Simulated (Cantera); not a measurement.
Gas-phase reforming

An isothermal, constant-pressure homogeneous reactor starts with CH4 : CO2 = 1 : 0.44 (molar parts), at 1375 K and 0.987 atm.

Detailed kinetics in Cantera: GRI-Mech 3.0 (53 species, 325 reactions). GRI-Mech 3.0 stops at C3 and has no aromatics, soot or wall deposition, so with more carbon than oxygen in the feed, carbon stays in small species such as C2H2 where larger ones or solid carbon would form.

| t (s) | x CH4 | x CO2 | x H | x O2 | x C2H4 | x C2H | x H2 |
|---|---|---|---|---|---|---|---|
| 6.00e-5 | 0.694 | 0.306 | 2.72e-9 | <1e-12 | 4.01e-10 | <1e-12 | 1.50e-6 |
| 0.000309 | 0.694 | 0.306 | 2.83e-9 | <1e-12 | 5.29e-8 | <1e-12 | 7.83e-6 |
| 0.00160 | 0.694 | 0.306 | 3.23e-9 | <1e-12 | 2.04e-6 | <1e-12 | 4.39e-5 |
| 0.00823 | 0.694 | 0.306 | 4.16e-9 | <1e-12 | 2.46e-5 | <1e-12 | 0.000248 |
| 0.0424 | 0.692 | 0.305 | 1.19e-8 | <1e-12 | 0.000426 | <1e-12 | 0.00172 |
| 0.219 | 0.675 | 0.303 | 7.04e-8 | <1e-12 | 0.00389 | 8.00e-12 | 0.0146 |
| 1.13 | 0.594 | 0.283 | 3.09e-7 | <1e-12 | 0.00665 | 7.73e-11 | 0.0797 |
| 5.82 | 0.373 | 0.182 | 8.48e-7 | <1e-12 | 0.0195 | 2.64e-10 | 0.208 |
| 30.0 | 0.189 | 0.0483 | 1.83e-6 | <1e-12 | 0.0337 | 5.51e-10 | 0.286 |
x: mole fraction; the columns are a selection and need not sum to one.

Equilibrium at this temperature and pressure: CH4 0.163, CO2 1.70e-6, H 2.30e-6, O2 <1e-12, C2H4 0.0108, C2H 9.13e-11, H2 0.446 (gas phase only).
